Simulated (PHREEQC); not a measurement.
Consider water at 25 °C with 17 mmol/kgw NaH2PO4, 67 mmol/kgw KOH and 0.054 mmol/kgw NaCl. Closed to the air; pH follows from the charge balance.

The numbers come from PHREEQC with the ion-association model, wateq4f.dat.

Each row changes one thing in this solution. No solid was allowed to form.

| case | pH | ionic strength (mol/kgw) | PO4-3 (mol/kgw) | HPO4-2 (mol/kgw) | KHPO4- (mol/kgw) | NaHPO4- (mol/kgw) | SI of Halite (NaCl) |
|---|---|---|---|---|---|---|---|
| as made | 12.43 | 0.128 | 0.0138 | 0.00303 | 0.000132 | 3.46e-5 | -7.86 |
| NaCl from 5.4e-05 to 0.000108 mol/kgw | 12.43 | 0.128 | 0.0138 | 0.00303 | 0.000132 | 3.47e-5 | -7.56 |
| diluted 5-fold with water | 11.87 | 0.0229 | 0.00136 | 0.00200 | 2.92e-5 | 7.48e-6 | ? |
| NaH2PO4 from 0.017 to 0.0153 mol/kgw | 12.47 | 0.122 | 0.0126 | ? | ? | 2.70e-5 | -7.90 |
| NaH2PO4 from 0.017 to 0.034 mol/kgw | 11.94 | 0.175 | 0.0209 | 0.0124 | 0.000480 | 0.000253 | -7.59 |
| NaH2PO4 from 0.017 to 0.0187 mol/kgw | 12.39 | 0.134 | 0.0150 | 0.00352 | 0.000151 | 4.36e-5 | -7.82 |
| diluted 100-fold with water | 10.68 | 0.00102 | 4.26e-6 | 0.000166 | 1.87e-7 | 4.77e-8 | -11.65 |

Some entries are withheld; supply them.


- diluted 5-fold with water, SI of Halite (NaCl): -9.14
- NaH2PO4 from 0.017 to 0.0153 mol/kgw, HPO4-2 (mol/kgw): 0.00259
- NaH2PO4 from 0.017 to 0.0153 mol/kgw, KHPO4- (mol/kgw): 0.000115

H3PO4, which wateq4f.dat lacks, is added to it with the constant of phreeqc.dat.
